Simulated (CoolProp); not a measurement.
CH2F2 (R32) at 293.15 K and 1.14 MPa flows at 8 m/s in a round tube of 10 mm bore and 45 µm roughness, fully developed (64/Re and Nu = 3.66 if laminar; Colebrook and Gnielinski if turbulent). Each further row changes one setting.

Model: reference Helmholtz-energy equation of state, Tillner-Roth 1997, in CoolProp.

```json
[
 {"case": "as stated", "Reynolds number": "176000", "Darcy friction factor": "0.0300", "pressure drop (Pa/m)": "2810", "heat-transfer coefficient (W/(m² K))": "1030", "mass flow (kg/h)": "66.1"},
 {"case": "velocity 16 m/s", "Reynolds number": "352000", "Darcy friction factor": "0.0297", "pressure drop (Pa/m)": "11100", "heat-transfer coefficient (W/(m² K))": "2040", "mass flow (kg/h)": "132"},
 {"case": "diameter 20 mm", "Reynolds number": "352000", "Darcy friction factor": "0.0246", "pressure drop (Pa/m)": "1150", "heat-transfer coefficient (W/(m² K))": "849", "mass flow (kg/h)": "264"}
]
```

Viscosity comes from a separate model (Bell 2016), an estimate that may be off by 10 % or more. Thermal conductivity comes from a separate model (Huber 2003), an estimate that may be off by 10 % or more.
